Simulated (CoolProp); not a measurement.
Properties of carbonyl sulfide along the isobar 2.94 MPa (Tc = 105.6 °C, pc = 6.369 MPa, ω = 0.098).

The numbers come from the reference Helmholtz-energy equation of state, Lemmon 2006 in CoolProp. It is a short technical equation, of lower accuracy than the large ones.

```json
[
 {"T (°C)": "97.85", "phase": "gas", "density (kg/m³)": "70.93", "cp (kJ/(kg K))": "0.9913", "isothermal compressibility (1/MPa)": "0.4385"},
 {"T (°C)": "112.45", "phase": "gas", "density (kg/m³)": "66.05", "cp (kJ/(kg K))": "0.9497", "isothermal compressibility (1/MPa)": "0.4186"},
 {"T (°C)": "127.15", "phase": "gas", "density (kg/m³)": "62.01", "cp (kJ/(kg K))": "0.9236", "isothermal compressibility (1/MPa)": "0.4045"},
 {"T (°C)": "141.85", "phase": "gas", "density (kg/m³)": "58.59", "cp (kJ/(kg K))": "0.9065", "isothermal compressibility (1/MPa)": "0.3940"},
 {"T (°C)": "156.45", "phase": "gas", "density (kg/m³)": "55.66", "cp (kJ/(kg K))": "0.8952", "isothermal compressibility (1/MPa)": "0.3860"},
 {"T (°C)": "171.15", "phase": "gas", "density (kg/m³)": "53.06", "cp (kJ/(kg K))": "0.8877", "isothermal compressibility (1/MPa)": "0.3796"},
 {"T (°C)": "185.75", "phase": "gas", "density (kg/m³)": "50.76", "cp (kJ/(kg K))": "0.8828", "isothermal compressibility (1/MPa)": "0.3744"},
 {"T (°C)": "200.45", "phase": "gas", "density (kg/m³)": "48.68", "cp (kJ/(kg K))": "0.8798", "isothermal compressibility (1/MPa)": "0.3701"},
 {"T (°C)": "215.05", "phase": "gas", "density (kg/m³)": "46.81", "cp (kJ/(kg K))": "0.8783", "isothermal compressibility (1/MPa)": "0.3665"},
 {"T (°C)": "229.75", "phase": "gas", "density (kg/m³)": "45.09", "cp (kJ/(kg K))": "0.8778", "isothermal compressibility (1/MPa)": "0.3634"},
 {"T (°C)": "244.45", "phase": "gas", "density (kg/m³)": "43.52", "cp (kJ/(kg K))": "0.8781", "isothermal compressibility (1/MPa)": "0.3608"}
]
```
